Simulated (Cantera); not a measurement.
Cantera run, input and output.

```python
import numpy as np
import cantera as ct

gas = ct.Solution("gri30.yaml")
gas.TPX = 623, 590000, {'CH4': 1, 'O2': 1.18, 'N2': 4.42}
inlet = ct.Reservoir(gas, clone=True)
gas.equilibrate("HP")  # start burning
reactor = ct.IdealGasConstPressureReactor(gas, energy="on", clone=False)
exhaust = ct.Reservoir(gas, clone=True)
tau = [0.24, 0.093, 0.036, 0.014, 0.0052, 0.002, 0.00077, 0.0003, 0.00011, 4.3e-05, 1.7e-05, 6.4e-06][0]
for a, b in ((inlet, reactor), (reactor, exhaust)):
    ct.MassFlowController(a, b, mdot=lambda t: reactor.mass / tau)
net = ct.ReactorNet([reactor])
show = ['CH4', 'O2', 'CH2CO', 'OH', 'HCO', 'NO']

rows = []
print(f"{'tau/s':>10s}{'T/K':>9s}" + "".join(f"{s:>11s}" for s in show))
for tau in [0.24, 0.093, 0.036, 0.014, 0.0052, 0.002, 0.00077, 0.0003, 0.00011, 4.3e-05, 1.7e-05, 6.4e-06]:
    net.initial_time = 0.0
    net.advance(30 * tau)
    before = gas.X
    net.advance(40 * tau)
    drift = np.max(np.abs(gas.X - before) / (gas.X + 1e-9))
    rows.append([gas.T, *gas[show].X, drift])
    print(f"{tau:10.3e}{gas.T:9.1f}" + "".join(f"{x:11.3e}" for x in gas[show].X))
```

Output:

```
     tau/s      T/K        CH4         O2      CH2CO         OH        HCO         NO
 2.400e-01   2008.3  9.920e-04  2.956e-05  7.292e-07  3.490e-05  5.776e-08  1.620e-05
 9.300e-02   2013.3  1.854e-03  7.255e-05  2.086e-06  3.827e-05  6.346e-08  1.815e-05
 3.600e-02   2020.2  3.074e-03  1.744e-04  5.394e-06  4.411e-05  7.476e-08  1.720e-05
 1.400e-02   2027.6  4.605e-03  4.086e-04  1.247e-05  5.324e-05  9.832e-08  1.449e-05
 5.200e-03   2033.2  6.516e-03  9.763e-04  2.752e-05  6.706e-05  1.541e-07  1.128e-05
 2.000e-03   2031.4  8.730e-03  2.227e-03  5.640e-05  8.428e-05  2.793e-07  8.145e-06
 7.700e-04   2012.9  1.171e-02  5.124e-03  1.158e-04  1.019e-04  5.727e-07  4.893e-06
 3.000e-04   1943.8  1.772e-02  1.351e-02  2.741e-04  1.015e-04  1.299e-06  1.604e-06
 1.100e-04    623.0  1.515e-01  1.788e-01 -8.654e-19  3.810e-22 -1.849e-31 -4.547e-22
 4.300e-05    623.0  1.515e-01  1.788e-01 -1.644e-21  1.489e-22  2.175e-33 -8.636e-25
 1.700e-05    623.0  1.515e-01  1.788e-01 -5.060e-24  5.843e-23  4.012e-34 -2.659e-27
 6.400e-06    623.0  1.515e-01  1.788e-01 -2.869e-26  2.158e-23  8.133e-35 -1.507e-29
```

Cantera simulation using GRI-Mech 3.0 (53 species, 325 reactions); the numbers are that mechanism's predictions, not measurements.
